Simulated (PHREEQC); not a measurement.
Nickel, zinc or cadmium bath

A solution holds 0.076 mol/kgw ZnCl2, 0.02 mol/kgw H3BO3 and 0.00075 mol/kgw MnSO4, at 25 °C. Closed to the air; pH follows from the charge balance.

All values are PHREEQC results (ion-association model, phreeqc.dat), not measurements.

This is a speciation only: nothing precipitates in the calculation.

Estimate the pH.

pH 5.04.

In which forms is Mn present?

Mn+2 84 %, MnCl+ 15 % of the Mn.

Complexes and solids missing from the database can't appear.
